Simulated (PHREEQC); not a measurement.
Synthetic water in mg/kgw, 25 °C, pH 4.04, pe 12.7:

```tsv
constituent	mg/kgw
Na	2720
K	23.9
Ca	23.8
Mg	350
Cl	175
S(6) as SO4	7070
Al	3.24
O(0) (dissolved oxygen)	0.545
Cd	4.38
Zn	1.94
Sr	6.98
Pb	286
```

Cl is adjusted to close the charge balance.
Valence states are taken as typed.

Equilibrium calculation in PHREEQC: ion-association model, phreeqc.dat.

### Question
The ionic strength comes out as 0.186 mol/kgw. What activity coefficients do H+, Pb(SO4)2-2, Al(SO4)2-, Cd+2, AlSO4+ get?

### Answer
H+ 0.80, Pb(SO4)2-2 0.32, Al(SO4)2- 0.73, Cd+2 0.32, AlSO4+ 0.73.

No solid was allowed to form. Examples of supersaturated solids here: Anglesite. Others may be too. Species that the database lacks are ignored.
